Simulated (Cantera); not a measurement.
What does this Cantera script print?

```python
import numpy as np
import cantera as ct

gas_names = """
    Br Br2 H HBr H2 Si SiBr SiBr2 SiBr3 SiBr4 SiH SiHBr3 SiH2 SiH2Br2 SiH3 SiH3Br SiH4 Si2 Si3
""".split()
cond_names = """
    Br2(cr) Br2(L) Si(cr) Si(L)
""".split()


# ... load() reads the species with a 1 bar reference pressure and builds the phases ...
atoms = {
    'Si': {'Si': 1},
    'Br2': {'Br': 2},
    'H2': {'H': 2},
}
top_T = {}  # K; cautious upper limits of use, not melting points


# ... equilibrate(T, P, feed) seeds the gas with the atoms and calls Mixture.equilibrate('TP', solver="vcs", rtol=1e-11, max_steps=5000) ...
results = []
T = 1423.15  # K
P = 27  # Pa
for m in [5.2, 6.6, 8.2, 10, 13, 16, 20, 26, 32]:
    feed = {'Si': 1, 'Br2': 10, 'H2': m}  # mol
    mix = equilibrate(T, P, feed)
    results.append((T, P, feed, dict(zip(mix.species_names, mix.species_moles))))
    x = sorted(zip(gas.X, gas.species_names), reverse=True)
    print(f"T = {T:g} K  P = {P:g} Pa  n(H2) = {m:g} mol  gas = {mix.phase_moles(0):.4g} mol")
    print("   x: " + "  ".join(f"{s} {v:.3e}" for v, s in x if v > 1e-05))
    print("   condensed (mol): " + ("  ".join(f"{mix.phase(i).name} {mix.phase_moles(i):.4g}"
          for i in range(1, mix.n_phases) if mix.phase_moles(i) > 1e-12) or "none"))
```

Result:

```
T = 1423.15 K  P = 27 Pa  n(H2) = 5.2 mol  gas = 18.65 mol
   x: HBr 5.458e-01  Br 3.936e-01  SiBr2 3.989e-02  SiBr4 9.766e-03  H2 5.881e-03  SiBr3 3.953e-03  Br2 1.106e-03  H 3.106e-05
   condensed (mol): none
T = 1423.15 K  P = 27 Pa  n(H2) = 6.6 mol  gas = 19.07 mol
   x: HBr 6.566e-01  Br 2.727e-01  SiBr2 4.419e-02  H2 1.773e-02  SiBr4 5.194e-03  SiBr3 3.034e-03  Br2 5.309e-04  H 5.393e-05
   condensed (mol): none
T = 1423.15 K  P = 27 Pa  n(H2) = 8.2 mol  gas = 19.89 mol
   x: HBr 7.219e-01  Br 1.762e-01  H2 5.132e-02  SiBr2 4.597e-02  SiBr4 2.256e-03  SiBr3 2.040e-03  Br2 2.217e-04  H 9.176e-05
   condensed (mol): none
T = 1423.15 K  P = 27 Pa  n(H2) = 10 mol  gas = 21.25 mol
   x: HBr 7.226e-01  Br 1.209e-01  H2 1.092e-01  SiBr2 4.466e-02  SiBr3 1.359e-03  SiBr4 1.031e-03  H 1.339e-04  Br2 1.043e-04
   condensed (mol): none
T = 1423.15 K  P = 27 Pa  n(H2) = 13 mol  gas = 23.95 mol
   x: HBr 6.687e-01  H2 2.083e-01  Br 8.102e-02  SiBr2 4.049e-02  SiBr3 8.260e-04  SiBr4 4.201e-04  H 1.849e-04  Br2 4.687e-05
   condensed (mol): none
T = 1423.15 K  P = 27 Pa  n(H2) = 16 mol  gas = 26.82 mol
   x: HBr 6.078e-01  H2 2.925e-01  Br 6.215e-02  SiBr2 3.647e-02  SiBr3 5.708e-04  SiBr4 2.227e-04  H 2.191e-04  Br2 2.758e-05
   condensed (mol): none
T = 1423.15 K  P = 27 Pa  n(H2) = 20 mol  gas = 30.73 mol
   x: HBr 5.370e-01  H2 3.821e-01  Br 4.804e-02  SiBr2 3.202e-02  SiBr3 3.873e-04  H 2.504e-04  SiBr4 1.168e-04  Br2 1.648e-05
   condensed (mol): none
T = 1423.15 K  P = 27 Pa  n(H2) = 26 mol  gas = 36.66 mol
   x: H2 4.818e-01  HBr 4.544e-01  Br 3.620e-02  SiBr2 2.696e-02  H 2.812e-04  SiBr3 2.457e-04  SiBr4 5.583e-05  SiBr 1.100e-05
   condensed (mol): none
T = 1423.15 K  P = 27 Pa  n(H2) = 32 mol  gas = 42.62 mol
   x: H2 5.542e-01  HBr 3.929e-01  Br 2.918e-02  SiBr2 2.324e-02  H 3.015e-04  SiBr3 1.708e-04  SiBr4 3.129e-05  SiBr 1.176e-05
   condensed (mol): none
```

Equilibrium computed with Cantera from the NASA thermochemical tables; the gas is ideal and each condensed phase is pure. The tables' values for SiBr3, SiBr are old estimates; treat these amounts as uncertain.
